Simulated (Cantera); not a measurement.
A Cantera script and its output.

```python
import numpy as np
import cantera as ct

gas = ct.Solution("h2o2.yaml")
gas.TPX = 500, 100000, {'H2': 1, 'O2': 0.893, 'N2': 3.36, 'H2O': 0.86}
flame = ct.FreeFlame(gas, width=0.04)
flame.set_refine_criteria(ratio=3, slope=0.08, curve=0.16)
flame.transport_model = "mixture-averaged"
flame.solve(loglevel=0, auto=True)
z, T = flame.grid, flame.T
thick = (T[-1] - T[0]) / np.gradient(T, z).max()
show = ['H2', 'O2', 'H2O', 'H', 'O', 'HO2']
print(f"laminar burning velocity  {flame.velocity[0] * 100:.3f} cm/s")
print(f"burnt temperature         {T[-1]:.1f} K")
print(f"thermal thickness         {thick * 1e3:.4f} mm")
print(f"grid points               {len(z)}")
z0 = z[flame.heat_release_rate.argmax()]
print(f"{'z/mm':>9s}{'T/K':>9s}{'u/(m/s)':>9s}" + "".join(f"{s:>11s}" for s in show))
rows = []
for k in (-3, -2, -1.5, -1, -0.5, -0.25, 0, 0.25, 0.5, 1, 2, 4, 8):
    zz = z0 + k * thick
    rows.append([k * thick, np.interp(zz, z, T), np.interp(zz, z, flame.velocity),
                 *(np.interp(zz, z, flame.X[gas.species_index(s)]) for s in show)])
    print(f"{rows[-1][0] * 1e3:9.3f}{rows[-1][1]:9.1f}{rows[-1][2]:9.3f}" + "".join(f"{x:11.3e}" for x in rows[-1][3:]))
```

Result:

```
laminar burning velocity  91.722 cm/s
burnt temperature         1649.5 K
thermal thickness         0.4656 mm
grid points               106
     z/mm      T/K  u/(m/s)         H2         O2        H2O          H          O        HO2
   -1.397    500.2    0.915  1.609e-01  1.465e-01  1.412e-01  9.880e-14  1.844e-11  8.246e-08
   -0.931    501.2    0.912  1.564e-01  1.473e-01  1.421e-01  1.477e-12  2.724e-10  5.285e-07
   -0.698    504.9    0.912  1.489e-01  1.485e-01  1.439e-01  2.062e-11  3.169e-09  3.154e-06
   -0.466    523.7    0.930  1.319e-01  1.505e-01  1.492e-01  8.967e-10  4.616e-08  2.325e-05
   -0.233    682.1    1.174  9.170e-02  1.472e-01  1.763e-01  1.979e-05  8.571e-06  3.129e-04
   -0.116    931.1    1.581  6.194e-02  1.324e-01  2.139e-01  5.264e-04  1.883e-04  2.846e-04
    0.000   1199.2    2.026  3.349e-02  1.089e-01  2.590e-01  2.186e-03  1.133e-03  1.508e-04
    0.116   1379.2    2.328  1.535e-02  8.978e-02  2.907e-01  3.012e-03  2.076e-03  8.979e-05
    0.233   1479.3    2.495  7.699e-03  8.089e-02  3.054e-01  2.416e-03  2.131e-03  6.146e-05
    0.466   1569.2    2.642  3.274e-03  7.607e-02  3.154e-01  1.036e-03  1.368e-03  3.495e-05
    0.931   1620.6    2.724  1.187e-03  7.475e-02  3.207e-01  2.288e-04  5.198e-04  1.479e-05
    1.862   1640.7    2.755  3.203e-04  7.462e-02  3.230e-01  3.197e-05  1.427e-04  4.543e-06
    3.725   1646.8    2.765  8.435e-05  7.472e-02  3.238e-01  4.579e-06  3.991e-05  1.380e-06
```

Detailed kinetics in Cantera: the H2/O2 subset of GRI-Mech 3.0, which has no nitrogen chemistry. Burning velocities carry a grid error of a few per cent, more on coarse grids. Lean hydrogen flames are cellular in practice and burn faster than this planar one.
